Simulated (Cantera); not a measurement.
An isothermal, constant-pressure homogeneous reactor starts with 41.7 % NO, 50.0 % N2, 8.33 % H2O, at 1900 K and 270 Torr.

Model: GRI-Mech 3.0 (53 species, 325 reactions), integrated in Cantera.

x: mole fraction; the columns are a selection and need not sum to one.

```tsv
t (s)	x NO	x NO2	x O2	x N2	x N2O
3.00e-6	0.417	___	1.91e-11	0.500	1.01e-7
1.02e-5	0.417	___	1.85e-10	0.500	3.42e-7
3.44e-5	0.417	___	1.48e-9	0.500	1.15e-6
0.000116	0.417	___	1.19e-8	0.500	3.79e-6
0.000393	0.417	___	2.03e-7	0.500	1.18e-5
0.00133	0.416	___	1.94e-5	0.500	3.03e-5
0.00451	0.416	3.43e-5	0.000337	0.500	4.44e-5
0.0152	0.415	3.57e-5	0.000880	0.500	4.35e-5
0.0516	0.412	___	0.00245	0.502	4.33e-5
0.175	0.401	___	0.00775	0.508	4.18e-5
0.591	0.366	___	0.0247	0.525	3.55e-5
2.00	0.273	___	0.0715	0.572	1.97e-5
```

Question: What belongs in the gaps?

Answer: 
- 3.00e-6, x NO2: 1.23e-9
- 1.02e-5, x NO2: 1.21e-8
- 3.44e-5, x NO2: 1.02e-7
- 0.000116, x NO2: 8.29e-7
- 0.000393, x NO2: 6.94e-6
- 0.00133, x NO2: 4.48e-5
- 0.0516, x NO2: 5.66e-5
- 0.175, x NO2: 9.58e-5
- 0.591, x NO2: 0.000155
- 2.00, x NO2: 0.000196
